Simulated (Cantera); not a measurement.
An adiabatic, constant-pressure homogeneous reactor starts with 12.2 % CH4, 17.5 % O2, 65.6 % N2, 4.76 % CO2, equivalence ratio 1.4, at 950 K and 17.8 atm.

Cantera simulation using GRI-Mech 3.0 (53 species, 325 reactions); the numbers are that mechanism's predictions, not measurements. The pressure lies above the range GRI-Mech 3.0 was tuned for (to about 10 atm). Below about 1000 K GRI-Mech 3.0 lacks low-temperature oxidation paths.

x: mole fraction; the columns are a selection and need not sum to one.

```csv
t (s),T (K),x CH4,x O2,x CO2,x CH3,x OH,x H2O2
5.00e-6,950,0.122,0.175,0.0476,2.17e-10,<1e-12,<1e-12
1.42e-5,950,0.122,0.175,0.0476,6.20e-10,<1e-12,3.34e-12
4.05e-5,950,0.122,0.175,0.0476,[?],<1e-12,2.68e-11
0.000115,950,0.122,0.175,0.0476,[?],<1e-12,2.11e-10
0.000328,950,0.122,0.175,0.0476,[?],1.19e-12,1.60e-9
0.000932,950,0.122,0.175,0.0476,[?],4.31e-12,1.09e-8
0.00265,950,0.122,0.175,0.0476,[?],1.31e-11,5.58e-8
0.00754,950,0.122,0.175,0.0476,[?],2.19e-11,1.63e-7
0.0215,950,0.122,0.175,0.0476,[?],3.63e-11,3.48e-7
0.0611,951,0.122,0.175,0.0476,[?],1.35e-10,1.52e-6
0.174,2375,5.97e-11,1.14e-5,0.0695,1.81e-11,0.000547,1.42e-8
0.494,2375,5.97e-11,1.14e-5,0.0695,1.81e-11,0.000547,1.42e-8
1.41,2375,5.97e-11,1.14e-5,0.0695,1.81e-11,0.000547,1.42e-8
4.00,2375,5.97e-11,1.14e-5,0.0695,1.81e-11,0.000547,1.42e-8
```

**Question.** Complete the blanks.

**Answer.** 
- 4.05e-5, x CH3: 1.79e-9
- 0.000115, x CH3: 5.25e-9
- 0.000328, x CH3: 1.62e-8
- 0.000932, x CH3: 5.36e-8
- 0.00265, x CH3: 1.41e-7
- 0.00754, x CH3: 2.02e-7
- 0.0215, x CH3: 2.63e-7
- 0.0611, x CH3: 4.76e-7
